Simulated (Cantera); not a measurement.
## Silicon epitaxy and polysilicon growth: SiCl4 + HCl + N2

Charge: 1 mol SiCl4, 2.6 mol HCl, 45 mol N2, held at 4.40 mbar.

Method: chemical equilibrium by Gibbs-energy minimisation in Cantera with the NASA 1993 tables (ideal gas, pure condensed phases). Candidate condensed phases: NH4Cl, Si, Si3N4; 28 gas species. The tables' values for SiCl3 are old estimates; treat these amounts as uncertain. Rates play no part.

From 1200 K to 1425 K nothing is condensed. The main Si-bearing gas is SiCl4 throughout.

```
T (K)  log p N2  log p HCl  log p SiCl4  log p Cl  log p SiCl3
-----  --------  ---------  -----------  --------  -----------
1200      -2.39      -3.63        -4.04     -6.56        -6.65
1225      -2.39      -3.63        -4.04     -6.39        -6.47
1250      -2.39      -3.63        -4.05     -6.23        -6.30
1275      -2.39      -3.63        -4.05     -6.07        -6.14
1300      -2.39      -3.63        -4.05     -5.91        -5.98
1325      -2.39      -3.63        -4.05     -5.76        -5.84
1350      -2.39      -3.63        -4.05     -5.61        -5.71
1375      -2.39      -3.63        -4.06     -5.47        -5.58
1400      -2.39      -3.63        -4.06     -5.33        -5.46
1425      -2.39      -3.63        -4.07     -5.19        -5.34
```
log p: log10 of the partial pressure in bar; nothing condenses.
